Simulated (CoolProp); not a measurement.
Vapour pressure (MPa) of trans-2-butene: the reference equation beside estimates from Tc = 155.5 °C, pc = 4.019 MPa, ω = 0.210. Clausius-Clapeyron is anchored at 12.75 °C with a constant enthalpy of vaporisation of 22.10 kJ/mol.

The numbers come from the reference Helmholtz-energy equation of state, Lemmon 2005 in CoolProp. It is a short technical equation, of lower accuracy than the large ones.

| T (°C) | reference | Clausius-Clapeyron | Soave-Redlich-Kwong |
|---|---|---|---|
| -21.15 | 0.04014 | 0.04469 | 0.03896 |
| -9.85 | 0.06599 | 0.07027 | 0.06453 |
| 1.45 | 0.1035 | 0.1065 | 0.1019 |
| 12.75 | 0.1561 | 0.1561 | 0.1546 |
| 24.05 | 0.2271 | 0.2222 | 0.2263 |
| 35.35 | 0.3207 | 0.3084 | 0.3211 |
| 46.65 | 0.4408 | 0.4181 | 0.4434 |
| 57.95 | 0.5919 | 0.5552 | 0.5978 |
| 69.25 | 0.7786 | 0.7236 | 0.7892 |
| 80.45 | 1.004 | 0.9253 | 1.020 |
| 91.75 | 1.276 | 1.168 | 1.300 |
| 103.05 | 1.600 | 1.453 | 1.633 |
| 114.35 | 1.983 | 1.786 | 2.023 |

Absolute difference from the reference over all 13 rows, mean and median: Clausius-Clapeyron 6.2 and 6.5 %, Soave-Redlich-Kwong 1.4 and 1.5 %.
